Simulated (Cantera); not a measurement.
A Cantera script and what it prints.

```python
import numpy as np
import cantera as ct

gas_names = """
    H HO2 H2 H2O H2O2 O OH O2 O3 Si SiH SiH2 SiH3 SiH4 SiO SiO2 Si2 Si3
""".split()
cond_names = """
    H2O(s) H2O(L) Si(cr) Si(L) SiO2(Lqz) SiO2(hqz) SiO2(L)
""".split()


# ... load() reads the species with a 1 bar reference pressure and builds the phases ...
atoms = {
    'SiH4': {'Si': 1, 'H': 4},
    'O2': {'O': 2},
    'H2': {'H': 2},
}
top_T = {}  # K; cautious upper limits of use, not melting points


# ... equilibrate(T, P, feed) seeds the gas with the atoms and calls Mixture.equilibrate('TP', solver="vcs", rtol=1e-11, max_steps=5000) ...
results = []
feed = {'SiH4': 1, 'O2': 0.23, 'H2': 0.53}  # mol
P = 13000  # Pa
for T in [1675, 1725, 1775, 1825, 1875, 1925, 1975]:
    mix = equilibrate(T, P, feed)
    results.append((T, P, feed, dict(zip(mix.species_names, mix.species_moles))))
    x = sorted(zip(gas.X, gas.species_names), reverse=True)
    print(f"T = {T:g} K  P = {P:g} Pa  gas = {mix.phase_moles(0):.4g} mol")
    print("   x: " + "  ".join(f"{s} {v:.3e}" for v, s in x if v > 0.0001))
    print("   condensed (mol): " + ("  ".join(f"{mix.phase(i).name} {mix.phase_moles(i):.4g}"
          for i in range(1, mix.n_phases) if mix.phase_moles(i) > 1e-12) or "none"))
```

Output:

```
T = 1675 K  P = 13000 Pa  gas = 2.716 mol
   x: H2 9.312e-01  SiO 6.843e-02  H 3.108e-04
   condensed (mol): Si(cr) 0.677  SiO2(hqz) 0.137
T = 1725 K  P = 13000 Pa  gas = 2.918 mol
   x: H2 8.668e-01  SiO 1.326e-01  H 4.796e-04
   condensed (mol): Si(L) 0.5764  SiO2(L) 0.03645
T = 1775 K  P = 13000 Pa  gas = 2.991 mol
   x: H2 8.454e-01  SiO 1.538e-01  H 7.381e-04
   condensed (mol): Si(L) 0.5399
T = 1825 K  P = 13000 Pa  gas = 2.992 mol
   x: H2 8.450e-01  SiO 1.537e-01  H 1.123e-03
   condensed (mol): Si(L) 0.5398
T = 1875 K  P = 13000 Pa  gas = 2.993 mol
   x: H2 8.445e-01  SiO 1.537e-01  H 1.671e-03
   condensed (mol): Si(L) 0.5396
T = 1925 K  P = 13000 Pa  gas = 2.994 mol
   x: H2 8.437e-01  SiO 1.536e-01  H 2.435e-03  Si 1.338e-04
   condensed (mol): Si(L) 0.5394
T = 1975 K  P = 13000 Pa  gas = 2.996 mol
   x: H2 8.426e-01  SiO 1.535e-01  H 3.484e-03  Si 2.487e-04
   condensed (mol): Si(L) 0.5389
```

Method: chemical equilibrium by Gibbs-energy minimisation in Cantera with the NASA 1993 tables (ideal gas, pure condensed phases). Each liquid is taken as pure. Mutual solubility and eutectic melting of coexisting phases are not modelled. The tables hold silica as quartz up to 1696 K and as liquid above; real silica turns to tridymite and cristobalite and melts near 1996 K. Gases not in the tables: Si2H6 and higher silanes.
